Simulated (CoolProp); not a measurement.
Vapour-liquid equilibrium of CH2F2 (R32) (1) + fluoroethane (R161) (2) at 216.3 K; x and y are mole fractions of (1).

The numbers come from the multi-fluid Helmholtz-energy mixture model, Tillner-Roth 1997 and Wu 2012; pair parameters Bell 2016 in CoolProp.

Give the bubble pressure and the first vapour's composition at x = 0.2, 0.5, 0.8. Is there an azeotrope?

x = 0.2: 0.4892 bar, y = 0.365; x = 0.5: 0.6088 bar, y = 0.660; x = 0.8: 0.7089 bar, y = 0.873. No azeotrope shows between x = 0.05 and 0.95.

Pair parameters are fitted to limited data, so mixtures are less certain than the pure fluids.
